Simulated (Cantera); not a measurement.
Charge: 1 mol SiC, 0.14 mol N2O, 10 mol H2, at 1000 Pa.

Equilibrium computed with Cantera from the NASA thermochemical tables; the gas is ideal and each condensed phase is pure. Candidate condensed phases: C, C6H6, C7H8, C8H18, H2O, Si, SiC, SiO2, Si2N2O, Si3N4; 151 gas species. Mutual solubility and eutectic melting of coexisting phases are not modelled. Gases not in the tables: Si2H6 and higher silanes. The numbers say what is thermodynamically allowed, not how fast it happens.

log p: log10 of the partial pressure in bar; n: condensed amount in mol.

```csv
T (K),log p H2,log p H,log p N2,log p CO,log p SiO,log p Si,log p HCN,n SiC(s),n Si2N2O(s)
1500,-2.01,-5.76,-4.01,-4.05,-5.08,…,-6.83,0.909,0.0410
1550,-2.01,-5.51,-3.96,-4.09,-4.54,…,-6.90,0.916,0.0269
1600,-2.01,-5.27,-3.87,-4.17,-4.17,…,-6.90,0.930,0
1650,-2.01,-5.05,-3.87,-4.17,-4.17,…,-6.73,0.930,0
1700,-2.01,-4.84,-3.87,-4.17,-4.17,…,-6.57,0.930,0
1750,-2.01,-4.64,-3.87,-4.17,-4.17,…,-6.42,0.930,0
1800,-2.01,-4.45,-3.87,-4.17,-4.17,…,-6.28,0.929,0
1850,-2.01,-4.28,-3.87,-4.16,-4.17,…,-6.14,0.928,0
1900,-2.02,-4.11,-3.87,-4.15,-4.19,…,-6.01,0.926,0
1950,-2.02,-3.95,-3.87,-4.14,-4.21,…,-5.87,0.922,0
2000,-2.02,-3.80,-3.87,-4.11,-4.25,…,-5.72,0.916,0
```

**Question.** What belongs in the gaps?

**Answer.** 
- 1500, log p Si: -9.27
- 1550, log p Si: -8.45
- 1600, log p Si: -7.72
- 1650, log p Si: -7.25
- 1700, log p Si: -6.80
- 1750, log p Si: -6.38
- 1800, log p Si: -5.99
- 1850, log p Si: -5.62
- 1900, log p Si: -5.28
- 1950, log p Si: -4.96
- 2000, log p Si: -4.68
